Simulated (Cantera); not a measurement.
Input (Python, Cantera) and output of one run.

```python
import numpy as np
import cantera as ct

gas_names = """
    H HNO HNO2 HNO3 HO2 H2 H2O H2O2 N NH NH2 NH3 NH2OH NO NO2 NO3 N2 N2H2 N2H4 N2O O OH O2 O3 Si SiH
    SiH2 SiH3 SiH4 SiN SiO SiO2 Si2 Si2N Si3
""".split()
cond_names = """
    H2O(s) H2O(L) Si(cr) Si(L) SiO2(Lqz) SiO2(hqz) SiO2(L) Si2N2O(s) Si3N4(a)
""".split()


def load(file, names, dense=False):
    # The tables refer to 1 bar. Condensed volumes are neglected.
    table = {s.name: s for s in ct.Species.list_from_file(file)}
    out = []
    for n in names:
        d = dict(table[n].input_data)
        d["thermo"] = dict(d["thermo"], **{"reference-pressure": 1e5})
        if dense:
            d["equation-of-state"] = {"model": "constant-volume", "density": "1e6 g/cm^3"}
        out.append(ct.Species.from_dict(d))
    return out


gas = ct.Solution(thermo="ideal-gas", species=load("nasa_gas.yaml", gas_names))
cond = {s.name: ct.Solution(thermo="fixed-stoichiometry", species=[s], name=s.name)
        for s in load("nasa_condensed.yaml", cond_names, dense=True)}
atoms = {
    'Si': {'Si': 1},
    'N2O': {'N': 2, 'O': 1},
    'H2': {'H': 2},
}
top_T = {'Si2N2O(s)': 2100, 'Si3N4(a)': 2400}  # K; cautious upper limits of use, not melting points


def equilibrate(T, P, feed):
    n = {}
    for name, mol in feed.items():
        for a, k in atoms[name].items():
            n[a] = n.get(a, 0.0) + k * mol
    gas.TPX = T, P, n
    mass = sum(n.values()) * gas.mean_molecular_weight
    gas.equilibrate("TP")
    valid = [c for c in cond.values() if c.min_temp <= T <= top_T.get(c.name, c.max_temp)]
    mix = ct.Mixture([(gas, mass / gas.mean_molecular_weight)] + [(c, 0.0) for c in valid])
    mix.T, mix.P = T, P
    mix.equilibrate("TP", solver="vcs", rtol=1e-11, max_steps=5000)
    return mix


results = []
feed = {'Si': 1, 'N2O': 0.1, 'H2': 900}  # mol
P = 190  # Pa
for T in [1298, 1373, 1448, 1523, 1598, 1673, 1748, 1823, 1898]:
    mix = equilibrate(T, P, feed)
    results.append((T, P, feed, dict(zip(mix.species_names, mix.species_moles))))
    x = sorted(zip(gas.X, gas.species_names), reverse=True)
    print(f"T = {T:g} K  P = {P:g} Pa  gas = {mix.phase_moles(0):.4g} mol")
    print("   x: " + "  ".join(f"{s} {v:.3e}" for v, s in x if v > 0.0001))
    print("   condensed (mol): " + ("  ".join(f"{mix.phase(i).name} {mix.phase_moles(i):.4g}"
          for i in range(1, mix.n_phases) if mix.phase_moles(i) > 1e-12) or "none"))
```

It prints:

```
T = 1298 K  P = 190 Pa  gas = 900 mol
   x: H2 9.999e-01
   condensed (mol): Si(cr) 0.8175  Si2N2O(s) 0.08243
T = 1373 K  P = 190 Pa  gas = 900.2 mol
   x: H2 9.997e-01  N2 1.111e-04  SiO 1.111e-04
   condensed (mol): Si(cr) 0.8995
T = 1448 K  P = 190 Pa  gas = 900.3 mol
   x: H2 9.996e-01  H 2.114e-04  SiO 1.111e-04  N2 1.111e-04
   condensed (mol): Si(cr) 0.8977
T = 1523 K  P = 190 Pa  gas = 900.4 mol
   x: H2 9.992e-01  H 5.300e-04  SiO 1.111e-04  N2 1.110e-04
   condensed (mol): Si(cr) 0.8885
T = 1598 K  P = 190 Pa  gas = 900.8 mol
   x: H2 9.985e-01  H 1.220e-03  SiO 1.110e-04  N2 1.110e-04
   condensed (mol): Si(cr) 0.8467
T = 1673 K  P = 190 Pa  gas = 901.6 mol
   x: H2 9.969e-01  H 2.609e-03  Si 2.199e-04  SiO 1.109e-04  N2 1.108e-04
   condensed (mol): Si(cr) 0.6749
T = 1748 K  P = 190 Pa  gas = 903.3 mol
   x: H2 9.937e-01  H 5.225e-03  Si 7.660e-04  SiO 1.107e-04  N2 1.105e-04
   condensed (mol): Si(L) 0.1392
T = 1823 K  P = 190 Pa  gas = 905.5 mol
   x: H2 9.889e-01  H 9.884e-03  Si 9.310e-04  SiO 1.104e-04  N2 1.103e-04
   condensed (mol): none
T = 1898 K  P = 190 Pa  gas = 909.1 mol
   x: H2 9.810e-01  H 1.776e-02  Si 9.436e-04  SiO 1.100e-04  N2 1.099e-04
   condensed (mol): none
```

Equilibrium computed with Cantera from the NASA thermochemical tables; the gas is ideal and each condensed phase is pure. Mutual solubility and eutectic melting of coexisting phases are not modelled. Gases not in the tables: Si2H6 and higher silanes.
